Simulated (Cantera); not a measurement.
## Equilibrium for silicon etching in halogen gases: Si + Br2 + H2

Charge: 1 mol Si, 4.6 mol Br2, 22 mol H2, held at 100 Torr.

Method: chemical equilibrium by Gibbs-energy minimisation in Cantera with the NASA 1993 tables (ideal gas, pure condensed phases). Candidate condensed phases: Br2, Si; 19 gas species. The tables' values for SiBr3, SiBr are old estimates; treat these amounts as uncertain. The numbers say what is thermodynamically allowed, not how fast it happens.

From 450 K to 1650 K nothing is condensed. The main Si-bearing gas is SiBr4 at 450 K and SiBr2 at 1650 K.

| T (K) | x H2 | x HBr | x SiBr4 | x SiBr2 | x Br | x SiBr3 |
|---|---|---|---|---|---|---|
| 450 | 0.758 | 0.203 | 0.0391 | <1e-12 | <1e-12 | <1e-12 |
| 550 | 0.758 | 0.203 | 0.0391 | <1e-12 | <1e-12 | 1.89e-12 |
| 650 | 0.758 | 0.203 | 0.0391 | <1e-12 | 1.38e-10 | 6.76e-10 |
| 750 | 0.758 | 0.203 | 0.0390 | 1.99e-10 | 5.68e-9 | 4.92e-8 |
| 850 | 0.758 | 0.203 | 0.0389 | 4.04e-8 | 9.83e-8 | 1.28e-6 |
| 950 | 0.757 | 0.204 | 0.0387 | 2.60e-6 | 9.42e-7 | 1.65e-5 |
| 1050 | 0.757 | 0.204 | 0.0380 | 7.32e-5 | 5.92e-6 | 0.000128 |
| 1150 | 0.754 | 0.207 | 0.0357 | 0.00105 | 2.75e-5 | 0.000646 |
| 1250 | 0.741 | 0.220 | 0.0276 | 0.00716 | 0.000105 | 0.00194 |
| 1350 | 0.718 | 0.243 | 0.0138 | 0.0201 | 0.000353 | 0.00288 |
| 1450 | 0.702 | 0.259 | 0.00450 | 0.0302 | 0.000979 | 0.00245 |
| 1550 | 0.696 | 0.264 | 0.00126 | 0.0344 | 0.00229 | 0.00164 |
| 1650 | 0.694 | 0.264 | 0.000366 | 0.0360 | 0.00472 | 0.00105 |
x: gas mole fraction; nothing condenses.
